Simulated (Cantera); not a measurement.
## Thermodynamics of aluminium and copper etching, feed Al + Cl₂ + N₂

Charge: 1 mol Al, 0.83 mol Cl₂, 49 mol N₂, at 450 K and 0.250 bar.

These are equilibrium values from Cantera (NASA tables, ideal gas, pure condensed phases), not measurements of a reactor. Candidate condensed phases: Al, AlCl₃, AlN; 11 gas species. The numbers say what is thermodynamically allowed, not how fast it happens.

* **x(N₂)**: 0.994
* **x(Al₂Cl₆)**: 0.00561
* **x(AlCl₃)**: 6.61e-5
* **n(AlN(s))**: 0.447 mol
* **gas amount**: 49.05 mol
* **log10 activity of AlCl₃(s) (absent)**: -1.37
* **log10 activity of Al(s) (absent)**: -31.15
